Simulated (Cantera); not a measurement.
# Equilibrium for abatement and gas-phase synthesis: NF₃ + H₂ + SO₂

Input: 1 mol NF₃, 0.065 mol H₂, 0.16 mol SO₂, equilibrated at 2798.15 K and 0.270 bar.

Cantera equilibrium calculation (NASA polynomials, part measured and part estimated; ideal gas, pure solids and liquids). Candidate condensed phases: H₂O, H₂SO₄, S; 62 gas species. The tables' values for SOF₂ are old estimates; treat these amounts as uncertain. Rates play no part.

```json
{
 "x(F)": "0.771",
 "x(N₂)": "0.134",
 "x(HF)": "0.0351",
 "x(SO₂)": "0.0237",
 "x(SO)": "0.0147",
 "x(O)": "0.00838",
 "x(O₂)": "0.00652",
 "x(NO)": "0.00266",
 "x(S)": "0.00205",
 "gas_amount": "3.707 mol",
 "log10 activity of S(l) (absent)": "-4.23"
}
```
